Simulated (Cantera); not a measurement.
Feed: 1 mol C6H6, 0.095 mol H2O, 0.59 mol H2, equilibrated at 1580 Torr.

Method: chemical equilibrium by Gibbs-energy minimisation in Cantera with the NASA 1993 tables (ideal gas, pure condensed phases). Candidate condensed phases: C, C6H6, C7H8, C8H18, H2O; 110 gas species. Kinetics and transport are ignored.

Problem. At 1277 °C, list the 6 most abundant gas species with their mole fractions, and the condensed phases.

Solution. H2 0.971, CO 0.0252, CH4 0.00402, H2O 6.22e-5, H 2.14e-5, C2H2 (acetylene) 1.56e-5. Condensed: C(graphite).
